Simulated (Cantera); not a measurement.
# Mg(OH)₂ + H₂ + CO₂ + H₂O (calcination and drying)

Input: 1 mol Mg(OH)₂, 0.36 mol H₂, 0.016 mol CO₂, 0.093 mol H₂O, held at 1450 K and 0.000130 bar.

These are equilibrium values from Cantera (NASA tables, ideal gas, pure condensed phases), not measurements of a reactor. Candidate condensed phases: C, C₆H₆, C₇H₈, C₈H₁₈, H₂O, Mg, MgCO₃, MgO, Mg(OH)₂; 116 gas species. The numbers say what is thermodynamically allowed, not how fast it happens.

The x(H₂O) is 0.749, the x(H₂) comes out as 0.240 and the x(CO₂) is 0.00618. The x(CO) is 0.00471. The x(H) is 0.000406 and the x(OH) comes out as 3.04e-5. The n(MgO(s)) is 1.000 mol and the gas amount comes out as 1.469 mol. The log10 activity of C(graphite) (absent) comes out as -9.31 and the log10 activity of Mg(l) (absent) is -10.36.
